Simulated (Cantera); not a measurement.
Input (Python, Cantera) and output of one run.

```python
import numpy as np
import cantera as ct

gas_names = """
    H2 N2 ZrO2 H2O
""".split()
cond_names = """
    ZrN(s) ZrN(L)
""".split()


# ... load() reads the species with a 1 bar reference pressure and builds the phases ...
species = {s.name: s for s in load("nasa_gas.yaml", gas_names) + load("nasa_condensed.yaml", cond_names)}
# Each term lists the table entries of one substance; the one whose range holds T is used.
reactions = {
    '4 H2(g) + N2(g) + 2 ZrO2(g) = 2 ZrN + 4 H2O(g)':
        [(-4, ['H2']), (-1, ['N2']), (-2, ['ZrO2']), (2, ['ZrN(s)', 'ZrN(L)']), (4, ['H2O'])],
}


def pick(names, T):
    return next(species[n] for n in names if species[n].thermo.min_temp <= T <= species[n].thermo.max_temp)


results = []
for label, terms in reactions.items():
    print(label)
    print("     T/K   dH/kJ  dS/(J/K)   dG/kJ   log10 K")
    for T in [300, 1525, 1550, 1575, 1600, 1625, 1650, 1675, 1700, 1725, 1750, 1775]:
        used = [(nu, pick(names, T)) for nu, names in terms]
        dH = sum(nu * s.thermo.h(T) for nu, s in used) / 1e6
        dS = sum(nu * s.thermo.s(T) for nu, s in used) / 1e3
        dG = dH - T * dS / 1e3
        logK = -dG * 1e6 / (ct.gas_constant * T * np.log(10))
        results.append((label, T, dH, dS, dG, logK, [s.name for _, s in used]))
        print(f"{T:8g} {dH:8.1f} {dS:8.1f} {dG:8.1f} {logK:8.2f}")
```

Output:

```
4 H2(g) + N2(g) + 2 ZrO2(g) = 2 ZrN + 4 H2O(g)
     T/K   dH/kJ  dS/(J/K)   dG/kJ   log10 K
     300  -1125.5   -428.8   -996.8   173.56
    1525  -1124.0   -437.0   -457.6    15.67
    1550  -1123.3   -436.6   -446.7    15.05
    1575  -1122.7   -436.1   -435.8    14.45
    1600  -1122.0   -435.7   -424.9    13.87
    1625  -1121.3   -435.3   -414.0    13.31
    1650  -1120.6   -434.9   -403.1    12.76
    1675  -1119.9   -434.4   -392.2    12.23
    1700  -1119.1   -434.0   -381.4    11.72
    1725  -1118.4   -433.5   -370.6    11.22
    1750  -1117.6   -433.1   -359.7    10.74
    1775  -1116.8   -432.6   -348.9    10.27
```

Source: NASA polynomial tables (part measured, part estimated), evaluated in Cantera. ZrN: taken at fixed stoichiometry. Condensed species are held in their standard states even where they would react or evaporate.
